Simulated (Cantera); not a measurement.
Equilibrium for carbon deposition, reforming and gasification: toluene + CO2 + H2

A closed system holds: 1 mol toluene, 2.2 mol CO2, 2.5 mol H2, equilibrated at 10.0 mbar.

These are equilibrium values from Cantera (NASA tables, ideal gas, pure condensed phases), not measurements of a reactor. Candidate condensed phases: C, C6H6, C7H8, C8H18, H2O; 131 gas species. Ions and electrons are included (thermal ionisation). Equilibrium is a limit: real reactors are often held back by kinetics, nucleation or transport.

```csv
T (°C),x H,x H2,x CO,x C,x C3,x C2,x O,x C2H2 (acetylene),n C(graphite)
2227,0.170,0.456,0.369,1.66e-5,4.97e-5,4.58e-6,7.74e-10,0.00493,4.68
2477,0.369,0.291,0.328,0.000378,0.00169,0.000163,3.63e-9,0.00819,4.46
2727,0.550,0.121,0.275,0.00507,0.0312,0.00317,1.23e-8,0.00754,2.63
2977,0.617,0.0370,0.237,0.0254,0.0633,0.0121,6.20e-8,0.00140,0
3227,0.630,0.0114,0.222,0.0720,0.0417,0.0193,3.74e-7,0.000144,0
3477,0.609,0.00369,0.209,0.143,0.0152,0.0187,2.20e-6,1.17e-5,0
3727,0.592,0.00138,0.201,0.192,0.00248,0.00987,1.43e-5,7.09e-7,0
3977,0.587,0.000598,0.199,0.209,0.000295,0.00393,9.19e-5,4.33e-8,0
4227,0.586,0.000287,0.198,0.214,3.83e-5,0.00157,0.000506,3.31e-9,0
4477,0.584,0.000149,0.196,0.217,6.03e-6,0.000681,0.00233,3.27e-10,0
4727,0.580,8.14e-5,0.188,0.222,1.19e-6,0.000329,0.00887,4.14e-11,0
```
x: gas mole fraction; n: condensed amount in mol.

From 2227 °C to 2727 °C the condensed part is C(graphite). From 2977 °C to 4727 °C nothing is condensed. The main C-bearing gas is CO at 2227 °C and C at 4727 °C.
